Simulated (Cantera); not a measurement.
Charge: 1 mol SiHCl3, 12 mol NH3, 18 mol H2, at 82000 Pa.

These are equilibrium values from Cantera (NASA tables, ideal gas, pure condensed phases), not measurements of a reactor. Candidate condensed phases: NH4Cl, Si, Si3N4; 28 gas species. Gases not in the tables: Si2H6 and higher silanes. Kinetics and transport are ignored.

**Question.** Which condensed phases are stable at each of these points (T (K)): 1473, 1573, 1673, 1773, 1873, 1973, 2073?

**Answer.** 
| T (K) | condensed phases | Si condensed (%) |
|---|---|---|
| 1473 | Si3N4(s) | 99.5 |
| 1573 | Si3N4(s) | 98.5 |
| 1673 | Si3N4(s) | 95.6 |
| 1773 | Si3N4(s) | 89.2 |
| 1873 | Si3N4(s) | 77.7 |
| 1973 | Si(l) | 62.7 |
| 2073 | Si(l) | 64.2 |

From 1473 K to 1873 K the condensed part is Si3N4(s). From 1973 K to 2073 K the condensed part is Si(l).
